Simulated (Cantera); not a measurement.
Cantera run, input and output.

```python
import numpy as np
import cantera as ct

gas = ct.Solution("h2o2.yaml")
gas.TPX = 498, 13332, {'H2': 1, 'O2': 0.735, 'N2': 2.79}
flame = ct.FreeFlame(gas, width=0.16)
flame.set_refine_criteria(ratio=3, slope=0.08, curve=0.16)
flame.transport_model = "mixture-averaged"
flame.solve(loglevel=0, auto=True)
flame.transport_model = "multicomponent"
flame.soret_enabled = False
flame.solve(loglevel=0, refine_grid=True)
z, T = flame.grid, flame.T
thick = (T[-1] - T[0]) / np.gradient(T, z).max()
show = ['H2', 'O2', 'H2O2', 'HO2', 'H2O', 'O']
print(f"laminar burning velocity  {flame.velocity[0] * 100:.3f} cm/s")
print(f"burnt temperature         {T[-1]:.1f} K")
print(f"thermal thickness         {thick * 1e3:.4f} mm")
print(f"grid points               {len(z)}")
z0 = z[flame.heat_release_rate.argmax()]
print(f"{'z/mm':>9s}{'T/K':>9s}{'u/(m/s)':>9s}" + "".join(f"{s:>11s}" for s in show))
rows = []
for k in (-3, -2, -1.5, -1, -0.5, -0.25, 0, 0.25, 0.5, 1, 2, 4, 8):
    zz = z0 + k * thick
    rows.append([k * thick, np.interp(zz, z, T), np.interp(zz, z, flame.velocity),
                 *(np.interp(zz, z, flame.X[gas.species_index(s)]) for s in show)])
    print(f"{rows[-1][0] * 1e3:9.3f}{rows[-1][1]:9.1f}{rows[-1][2]:9.3f}" + "".join(f"{x:11.3e}" for x in rows[-1][3:]))
```

Result:

```
laminar burning velocity  317.969 cm/s
burnt temperature         2101.4 K
thermal thickness         5.8414 mm
grid points               130
     z/mm      T/K  u/(m/s)         H2         O2       H2O2        HO2        H2O          O
  -17.524    498.0    3.180  2.210e-01  1.624e-01  8.172e-16  1.557e-14  4.442e-15  1.624e-17
  -11.683    498.0    3.180  2.210e-01  1.624e-01  2.427e-14  2.667e-11  5.435e-12  6.878e-14
   -8.762    498.0    3.180  2.210e-01  1.624e-01  6.557e-13  7.020e-10  1.255e-10  2.016e-12
   -5.841    498.0    3.180  2.210e-01  1.624e-01  3.652e-10  1.930e-07  4.004e-08  8.292e-10
   -2.921    507.3    3.231  2.184e-01  1.626e-01  2.389e-06  7.599e-05  5.557e-04  5.477e-06
   -1.460    669.4    4.193  1.920e-01  1.586e-01  3.722e-06  4.667e-05  1.493e-02  1.662e-04
    0.000   1044.7    6.340  9.344e-02  1.229e-01  8.602e-07  1.932e-05  9.381e-02  5.591e-03
    1.460   1311.6    7.877  2.735e-02  7.654e-02  1.109e-06  9.975e-06  1.731e-01  1.415e-02
    2.921   1435.6    8.570  2.068e-02  6.837e-02  8.310e-07  7.530e-06  1.874e-01  1.525e-02
    5.841   1569.6    9.292  1.949e-02  6.505e-02  4.837e-07  5.822e-06  1.958e-01  1.398e-02
   11.683   1708.4   10.019  1.719e-02  6.225e-02  2.487e-07  4.376e-06  2.054e-01  1.156e-02
   23.365   1839.4   10.684  1.352e-02  5.996e-02  1.327e-07  3.128e-06  2.157e-01  8.508e-03
   46.731   1948.8   11.226  9.250e-03  5.843e-02  7.968e-08  2.141e-06  2.256e-01  5.503e-03
```

Detailed kinetics in Cantera: the H2/O2 subset of GRI-Mech 3.0, which has no nitrogen chemistry. Burning velocities carry a grid error of a few per cent, more on coarse grids. Lean hydrogen flames are cellular in practice and burn faster than this planar one.
